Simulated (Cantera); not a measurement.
A closed system holds: 1 mol Si2Cl6, 290 mol H2, at 158 Torr.

Cantera equilibrium calculation (NASA polynomials, part measured and part estimated; ideal gas, pure solids and liquids). Candidate condensed phases: Si; 19 gas species. The feed counts by its element totals alone. The tables' values for SiCl3 are old estimates; treat these amounts as uncertain. Gases not in the tables: Si2H6 and higher silanes. Equilibrium is a limit: real reactors are often held back by kinetics, nucleation or transport.

x: gas mole fraction; n: condensed amount in mol.

```
T (K)   x H2   x HCl   x SiCl2  x SiHCl3   x SiCl4       x H  n Si(s)  n Si(l)
-----  -----  ------  --------  --------  --------  --------  -------  -------
1098   0.985  0.0118  0.000288   0.00117  0.000963   5.36e-8     1.20        0
1148   0.984  0.0144  0.000461  0.000760  0.000553   1.55e-7     1.40        0
1198   0.982  0.0163       ___       ___       ___       ___     1.54        0
1248   0.981  0.0174  0.000771  0.000225  0.000113   1.01e-6     1.62        0
1298   0.981  0.0179  0.000869  0.000112   4.54e-5   2.32e-6     1.66        0
1348   0.981  0.0181  0.000940   5.64e-5   1.84e-5   5.00e-6     1.68        0
1398   0.981  0.0182  0.000996   2.91e-5   7.69e-6   1.02e-5     1.68        0
1448   0.981  0.0182   0.00104   1.56e-5   3.38e-6   1.99e-5     1.68        0
1498   0.981  0.0182   0.00108   8.64e-6   1.56e-6   3.71e-5     1.67        0
1548   0.981  0.0182   0.00112       ___       ___       ___     1.66        0
1598   0.981  0.0181   0.00115   2.96e-6   3.81e-7  0.000115     1.65        0
1648   0.981  0.0181   0.00118   1.82e-6   2.01e-7  0.000192     1.64        0
1698   0.980  0.0180   0.00119   1.14e-6   1.09e-7  0.000312        0     1.64
```

Q: What belongs in the gaps?

A: 
- 1548, x SiHCl3: 4.98e-6
- 1548, x SiCl4: 7.54e-7
- 1548, x H: 6.65e-5
- 1198, x SiCl2: 0.000633
- 1198, x SiHCl3: 0.000434
- 1198, x SiCl4: 0.000267
- 1198, x H: 4.11e-7
